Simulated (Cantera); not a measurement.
# Thermodynamics of hydrogen reduction and annealing atmospheres, feed V2O3 + H2 + N2

Feed: 1 mol V2O3, 31 mol H2, 6.6 mol N2, held at 0.390 Torr.

Cantera equilibrium calculation (NASA polynomials, part measured and part estimated; ideal gas, pure solids and liquids). Candidate condensed phases: H2O, V, VN, VO, V2O3, V2O4, V2O5; 28 gas species. Mutual solubility and eutectic melting of coexisting phases are not modelled. VN, VO: taken at fixed stoichiometry. Condensed phases not in the tables: the oxides between V2O3 and V2O5 other than VO2, solid solutions among these carbides, nitrides and lower oxides, V2N. The numbers say what is thermodynamically allowed, not how fast it happens.

From 873 K to 1173 K the condensed part is VN(s) + V2O3(s). From 1273 K to 1773 K the condensed part is VO(s) + V2O3(s).

```
T (K)   x H2   x N2       x H     x H2O     x VO2  n VN(s)  n V2O3(s)  n VO(s)
-----  -----  -----  --------  --------  --------  -------  ---------  -------
873    0.824  0.175   1.86e-9  0.000235    <1e-12  0.00588      0.997        0
973    0.824  0.175   4.30e-8  0.000276    <1e-12  0.00692      0.997        0
1073   0.824  0.175   5.58e-7  0.000311    <1e-12  0.00780      0.996        0
1173   0.824  0.175   4.69e-6  0.000341  5.49e-12  0.00854      0.996        0
1273   0.824  0.176   2.84e-5  0.000677  3.77e-10        0      0.975   0.0509
1373   0.823  0.176  0.000132   0.00139   1.47e-8        0      0.948    0.104
1473   0.821  0.175  0.000503   0.00257   3.42e-7        0      0.903    0.194
1573   0.819  0.175   0.00161   0.00440   5.27e-6        0      0.834    0.331
1673   0.813  0.175   0.00450   0.00703   5.78e-5        0      0.733    0.532
1773   0.803  0.174    0.0112    0.0106  0.000478        0      0.582    0.816
```
x: gas mole fraction; n: condensed amount in mol.
